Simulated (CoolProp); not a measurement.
Vapour-liquid equilibrium of propane (1) + n-perfluorobutane (2) at 38.65 °C; x and y are mole fractions of (1).

Values from CoolProp's multi-fluid Helmholtz-energy mixture model, Lemmon 2009 and Gao 2022; pair parameters Bell 2016.

```csv
x,bubble pressure (MPa),y at the bubble point,dew pressure at overall composition x (MPa),liquid density (mol/L)
0.05,0.5266,0.236,0.4262,6.159
0.2,0.8224,0.535,0.5041,6.508
0.35,1.019,0.653,0.6131,6.909
0.5,1.146,0.722,0.7736,7.402
0.65,1.237,0.780,1.013,8.050
0.8,1.302,0.847,1.261,8.938
0.95,1.332,0.950,1.332,10.16
```

y crosses x between x = 0.8 and 0.95: the model has an azeotrope there.

Pair parameters are fitted to limited data, so mixtures are less certain than the pure fluids.
